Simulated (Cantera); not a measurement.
Feed: 1 mol Fe3O4, 1.9 mol Cl2, 0.042 mol O2, at 702 °C and 10000 Pa.

Method: chemical equilibrium by Gibbs-energy minimisation in Cantera with the NASA 1993 tables (ideal gas, pure condensed phases). Candidate condensed phases: Fe, FeCl2, FeCl3, FeO, Fe2O3, Fe3O4; 13 gas species. The numbers say what is thermodynamically allowed, not how fast it happens.

Base state: Cl2 0.835, FeCl3 0.151, Fe2Cl6 0.00678, O2 0.00558, FeCl2 0.00132, Cl 0.000765 (mole fractions); condensed: Fe2O3(s).

Q: What changes in the equilibrium state with this change: temperature from 702 °C to 527 °C?

A: 
```tsv
species	before	after
Cl2	0.835	0.885
FeCl3	0.151	0.0640
Fe2Cl6	0.00678	0.0508
O2	0.00558	9.41e-5
FeCl2	0.00132	2.75e-5
Cl	0.000765	2.78e-5
Fe2O3(s), mol	1.35	1.36
```
Condensed phases not in the tables: FeOCl.
